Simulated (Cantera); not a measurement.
Charge: 1 mol Si3N4, 0.019 mol C, 0.049 mol H2, at 1673.15 K and 2.80 bar.

Cantera equilibrium calculation (NASA polynomials, part measured and part estimated; ideal gas, pure solids and liquids). Candidate condensed phases: C, C6H6, C7H8, C8H18, Si, SiC, Si3N4; 105 gas species. Mutual solubility and eutectic melting of coexisting phases are not modelled. Kinetics and transport are ignored.

Base state: H2 0.793, N2 0.203, CH4 0.00197, HCN 0.00117, H 6.07e-5, C2H2 (acetylene) 3.83e-5, NH3 3.46e-5, HNC 3.26e-5 (mole fractions); condensed: SiC(s) + Si3N4(s).

### Question
What changes in the equilibrium state with this change: temperature from 1673.15 K to 2925 K?

### Answer
```csv
species,before,after
N2,0.203,0.935
Si,2.17e-9,0.0255
H2,0.793,0.0156
Si2C,<1e-9,0.00292
SiN,1.09e-9,0.00241
"SiC(s), mol",0.0188,0
"Si3N4(s), mol",0.994,0
"Si(l), mol",0,2.91
```
The tables' values for SiN are old estimates; treat these amounts as uncertain. Gases not in the tables: Si2H6 and higher silanes.
